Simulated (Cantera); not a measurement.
A closed system holds: 1 mol MgSO4, 4.2 mol H2O, 6.3 mol CO2, equilibrated at 2173 K and 7.50 Torr.

Method: chemical equilibrium by Gibbs-energy minimisation in Cantera with the NASA 1993 tables (ideal gas, pure condensed phases). Candidate condensed phases: C, C6H6, C7H8, C8H18, H2O, H2SO4, Mg, MgCO3, MgO, Mg(OH)2, MgS, MgSO4, S; 130 gas species. Kinetics and transport are ignored.

Base state: CO2 0.420, H2O 0.307, O2 0.0769, SO2 0.0769, CO 0.0756, OH 0.0192, H2 0.0107, O 0.00630 (mole fractions); condensed: MgO(s).

**Question.** What changes in the equilibrium state with this change: 0.57 mol H2S added?

**Answer.** 
| species | before | after |
|---|---|---|
| CO2 | 0.420 | 0.371 |
| H2O | 0.307 | 0.330 |
| SO2 | 0.0769 | 0.114 |
| O2 | 0.0769 | 0.0320 |
| H2 | 0.0107 | 0.0178 |
| CO | 0.0756 | 0.104 |
| OH | 0.0192 | 0.0160 |
| Mg | 0.000510 | 0.000791 |
| S | 1.18e-5 | 4.22e-5 |
| SO | 0.00174 | 0.00401 |
| MgO(s), mol | 0.991 | 0.987 |

**Question.** What changes in the equilibrium state with this change: CO2 from 6.3 to 0.18 mol?

**Answer.** 
```
species        before     after
-----------  --------  --------
H2O             0.307     0.653
SO2            0.0769     0.161
O2             0.0769    0.0882
CO2             0.420    0.0254
CO             0.0756   0.00427
H2             0.0107    0.0211
OH             0.0192    0.0290
Mg           0.000510  0.000476
SO3           7.67e-6   1.72e-5
Mg(OH)2       4.31e-5   9.15e-5
SO            0.00174   0.00341
S             1.18e-5   2.16e-5
MgOH          7.32e-5  0.000103
MgO(s), mol     0.991     0.996
```
